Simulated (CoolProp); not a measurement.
The numbers come from the reference Helmholtz-energy equation of state, Lemmon 2006 in CoolProp. It is a short technical equation, of lower accuracy than the large ones.

Question: For C2F6 (R116), give the phase and the cv (kJ/(kg K)), speed of sound (m/s), Joule-Thomson coefficient (K/MPa), viscosity (µPa s) at 286 K and 3.52 MPa; 286 K and 9.38 MPa.

Answer: 
- 286 K and 3.52 MPa: liquid; cv 0.767, speed of sound 184, Joule-Thomson coefficient 1.60, viscosity 88.9
- 286 K and 9.38 MPa: liquid; cv 0.755, speed of sound 302, Joule-Thomson coefficient 0.269, viscosity 135

Viscosity comes from a separate model (Huber 2003), an estimate that may be off by 10 % or more.
